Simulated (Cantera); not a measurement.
Cantera run:

```python
import numpy as np
import cantera as ct

gas_names = [...]  # 109 gases of nasa_gas.yaml made of C, Cl, H, Si
cond_names = """
    C(gr) C6H6(L) C7H8(L) C8H18(L),n-octa Si(cr) Si(L) SiC(b)
""".split()


# ... load() reads the species with a 1 bar reference pressure and builds the phases ...
atoms = {
    '(CH3)2SiCl2': {'C': 2, 'H': 6, 'Si': 1, 'CL': 2},
    'HCl': {'H': 1, 'CL': 1},
    'H2': {'H': 2},
}
top_T = {'C(gr)': 4500, 'SiC(b)': 3050}  # K; cautious upper limits of use, not melting points


# ... equilibrate(T, P, feed) seeds the gas with the atoms and calls Mixture.equilibrate('TP', solver="vcs", rtol=1e-11, max_steps=5000) ...
results = []
feed = {'(CH3)2SiCl2': 1, 'HCl': 1.8, 'H2': 65}  # mol
T = 2300  # K
P = 11000  # Pa
mix = equilibrate(T, P, feed)
results.append((T, P, feed, dict(zip(mix.species_names, mix.species_moles))))
print(gas.report(threshold=0.0001))
for i in range(1, mix.n_phases):
    print(f"{mix.phase(i).name:16s} {mix.phase_moles(i):12.5e} mol")
```

Output:

```
       temperature   2300 K
          pressure   11000 Pa
           density   0.0022883 kg/m^3
  mean mol. weight   3.9782 kg/kmol
   phase of matter   gas

                          1 kg             1 kmol
                     ---------------   ---------------
          enthalpy        1.6693e+07         6.641e+07  J
   internal energy        1.1886e+07        4.7286e+07  J
           entropy             54684        2.1754e+05  J/K
    Gibbs function       -1.0908e+08       -4.3394e+08  J
 heat capacity c_p            8796.4             34994  J/K
 heat capacity c_v            6706.4             26679  J/K

                      mass frac. Y      mole frac. X     chem. pot. / RT
                     ---------------   ---------------   ---------------
    C2H2,acetylene           0.02586          0.003951           -28.376
                CL         0.0098178         0.0011018           -25.694
                 H         0.0070696          0.027901           -11.116
               HCL           0.45948          0.050137            -36.81
                H2           0.46333            0.9143           -22.232
                Si         0.0085872         0.0012164           -8.6025
              SiC2         0.0021995        0.00016792           -14.747
              SiCL         0.0028509        0.00017851           -34.297
             SiCL2          0.017218        0.00069197           -59.991
               SiH         0.0010362        0.00014168           -19.718
     [  +99 minor]         0.0025424        0.00021364

C(gr)             5.86026e-01 mol
Si(L)             0.00000e+00 mol
SiC(b)            8.08307e-01 mol
```

These are equilibrium values from Cantera (NASA tables, ideal gas, pure condensed phases), not measurements of a reactor. The feed counts by its element totals alone. The tables' values for SiCl are old estimates; treat these amounts as uncertain. Gases not in the tables: Si2H6 and higher silanes.
